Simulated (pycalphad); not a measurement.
Source of the numbers: pycalphad with the COST 507 light-alloy database (1999); pressure 1 atm. These are 1990s assessments: newer ones move some temperatures and phases. Diffusion is slow at the low end, where real alloys seldom reach equilibrium.

**Ti-0.69Si (at.%): equilibrium cooling sequence**

```json
[
 {"T (K)": "1928.2", "phases above": "liquid", "phases below": "bcc + liquid"},
 {"T (K)": "1847.6", "phases above": "bcc + liquid", "phases below": "bcc"},
 {"T (K)": "1145.3", "phases above": "bcc", "phases below": "bcc + hcp"},
 {"T (K)": "1139.4", "phases above": "bcc + hcp", "phases below": "hcp + SITI3"}
]
```

Changes were sought between steps of 40 K, so a narrower field can be missed.

Database names, with the compositions (at.%) that they take in these runs: SITI3: Ti 75 Si 25.
